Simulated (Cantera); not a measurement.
An isothermal, constant-pressure homogeneous reactor starts with NO : N₂ = 1 : 1.1 (molar parts), at 1798 K and 1.09 atm. Integrator tolerance rtol = 1e-08.

Cantera simulation using GRI-Mech 3.0 (53 species, 325 reactions); the numbers are that mechanism's predictions, not measurements.

Q: What does this change do: pressure from 1.09 atm to 0.217 atm?

A: 
| quantity | before | after |
|---|---|---|
| x(NO) at 9.00 s | 0.118 (gas-phase equilibrium 0.00431) | 0.304 (gas-phase equilibrium 0.00431) |
| x(N₂O) at 9.00 s | 5.80e-6 (gas-phase equilibrium 2.55e-7) | 3.46e-5 (gas-phase equilibrium 1.14e-7) |
| x(O₂) at 9.00 s | 0.179 (gas-phase equilibrium 0.236) | 0.0859 (gas-phase equilibrium 0.236) |
| x(NO₂) at 9.00 s | 0.000288 (gas-phase equilibrium 1.21e-5) | 0.000230 (gas-phase equilibrium 5.39e-6) |
| x(O) at 9.00 s | 4.87e-5 (gas-phase equilibrium 5.56e-5) | 7.77e-5 (gas-phase equilibrium 0.000124) |
| x(N₂) at 9.00 s | 0.703 (gas-phase equilibrium 0.760) | 0.610 (gas-phase equilibrium 0.760) |

Q: What does this change do: NO 1 to 0.16 parts?

A: 
```tsv
quantity	before	after
x(NO) at 9.00 s	0.118 (gas-phase equilibrium 0.00431)	0.0718 (gas-phase equilibrium 0.00246)
x(N₂O) at 9.00 s	5.80e-6 (gas-phase equilibrium 2.55e-7)	2.26e-6 (gas-phase equilibrium 1.62e-7)
x(O₂) at 9.00 s	0.179 (gas-phase equilibrium 0.236)	0.0275 (gas-phase equilibrium 0.0622)
x(NO₂) at 9.00 s	0.000288 (gas-phase equilibrium 1.21e-5)	6.94e-5 (gas-phase equilibrium 3.53e-6)
x(O) at 9.00 s	4.87e-5 (gas-phase equilibrium 5.56e-5)	1.94e-5 (gas-phase equilibrium 2.86e-5)
x(N₂) at 9.00 s	0.703 (gas-phase equilibrium 0.760)	0.901 (gas-phase equilibrium 0.935)
```
